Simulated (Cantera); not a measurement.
Charge: 1 mol toluene, 0.27 mol NH3, 0.12 mol O2, held at 1873.15 K and 1 atm.

Equilibrium computed with Cantera from the NASA thermochemical tables; the gas is ideal and each condensed phase is pure. Candidate condensed phases: C, C6H6, C7H8, C8H18, H2O; 136 gas species. Rates play no part.

Base state: H2 0.919, CO 0.0502, N2 0.0275, HCN 0.00138, H 0.000616, CH4 0.000522, C2H2 (acetylene) 0.000287, HNC 6.11e-5 (mole fractions); condensed: C(graphite).

Problem. What changes in the equilibrium state with this change: toluene replaced by C?

Solution. 
```tsv
species	before	after
H2	0.919	0.517
CO	0.0502	0.308
N2	0.0275	0.172
H2O	9.42e-6	3.24e-5
CH4	0.000522	0.000165
HCN	0.00138	0.00258
HNC	6.11e-5	0.000115
C2H2 (acetylene)	0.000287	0.000162
C(graphite), mol	6.75	0.758
```
